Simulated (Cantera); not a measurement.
An isothermal, constant-pressure homogeneous reactor starts with NO : N2 = 1 : 11 (molar parts), at 2048 K and 21.0 Torr. Integrator tolerance rtol = 1e-08.

Computed with Cantera and GRI-Mech 3.0 (53 species, 325 reactions). Radical loss at walls, strong at low pressure, is not modelled.

Task: What does this change do: N2 11 to 55 parts?

Result: 
```
quantity                                           before                                      after
----------------  ---------------------------------------  -----------------------------------------
x(NO) at 30.0 s   0.00894 (gas-phase equilibrium 0.00415)    0.00831 (gas-phase equilibrium 0.00188)
x(O2) at 30.0 s     0.0366 (gas-phase equilibrium 0.0390)    0.00458 (gas-phase equilibrium 0.00773)
x(NO2) at 30.0 s  9.94e-7 (gas-phase equilibrium 4.77e-7)    3.26e-7 (gas-phase equilibrium 9.62e-8)
x(N2O) at 30.0 s  6.39e-8 (gas-phase equilibrium 4.29e-8)    4.38e-8 (gas-phase equilibrium 1.98e-8)
x(N2) at 30.0 s       0.953 (gas-phase equilibrium 0.956)        0.987 (gas-phase equilibrium 0.990)
x(O) at 30.0 s    0.00110 (gas-phase equilibrium 0.00114)  0.000389 (gas-phase equilibrium 0.000507)
```
